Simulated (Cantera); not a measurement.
A closed system holds: 1 mol SiHCl3, 0.24 mol HCl, 77 mol N2, at 0.370 bar.

These are equilibrium values from Cantera (NASA tables, ideal gas, pure condensed phases), not measurements of a reactor. Candidate condensed phases: NH4Cl, Si, Si3N4; 28 gas species. N2 is the only nitrogen source here; it is nearly inert below about 1500 K, so the nitride shown seldom forms there in practice. Equilibrium is a limit: real reactors are often held back by kinetics, nucleation or transport.

Problem. Which condensed phases are stable at each of these points (T (K)): 1100, 1150, 1200, 1250, 1300, 1350, 1400, 1450, 1500, 1550, 1600, 1650, 1700, 1750?

Solution. 
```csv
T (K),condensed phases,Si condensed (%)
1100,Si3N4(s),46.3
1150,Si3N4(s),46.5
1200,Si3N4(s),46.5
1250,Si3N4(s),46.4
1300,Si3N4(s),46.0
1350,Si3N4(s),45.1
1400,Si3N4(s),43.3
1450,Si3N4(s),40.1
1500,Si3N4(s),34.8
1550,Si3N4(s),27.2
1600,Si3N4(s),17.8
1650,Si3N4(s),8.1
1700,gas only,0.0
1750,gas only,0.0
```

From 1100 K to 1650 K the condensed part is Si3N4(s). From 1700 K to 1750 K nothing is condensed.
